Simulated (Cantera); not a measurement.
**Equilibrium for fluorocarbon and chlorocarbon gases: CH₂F₂ + F₂ + HCl**

Charge: 1 mol CH₂F₂, 2.1 mol F₂, a varied amount of HCl, at 2200 °C and 0.0290 bar.

Equilibrium computed with Cantera from the NASA thermochemical tables; the gas is ideal and each condensed phase is pure. Candidate condensed phases: C, C₆H₆, C₇H₈, C₈H₁₈; 118 gas species. Gases not in the tables: C₂F₆ and larger saturated fluorocarbons. Equilibrium is a limit: real reactors are often held back by kinetics, nucleation or transport.

From 0.086 mol HCl to 0.82 mol HCl nothing is condensed. From 1.1 mol HCl to 1.6 mol HCl the condensed part is C(graphite). The main C-bearing gas is CF₂ throughout.

```
n(HCl) (mol)   x HF    x F    x Cl   x CF₂    x CF₄    x CF₃     x CF     x HCl  n C(graphite)
------------  -----  -----  ------  ------  -------  -------  -------  --------  -------------
0.086         0.423  0.357  0.0174   0.159   0.0349  0.00557  0.00335   5.65e-5              0
0.33          0.443  0.305  0.0623   0.156   0.0250  0.00468  0.00386  0.000249              0
0.58          0.461  0.256   0.103   0.153   0.0173  0.00386  0.00450  0.000509              0
0.82          0.478  0.214   0.138   0.149   0.0118  0.00314  0.00526  0.000848              0
1.1           0.492  0.183   0.173   0.134  0.00774  0.00241  0.00550   0.00128         0.0600
1.3           0.500  0.172   0.196   0.118  0.00598  0.00199  0.00516   0.00156          0.139
1.6           0.511  0.155   0.225  0.0961  0.00399  0.00147  0.00466   0.00204          0.254
```
x: gas mole fraction; n: condensed amount in mol.
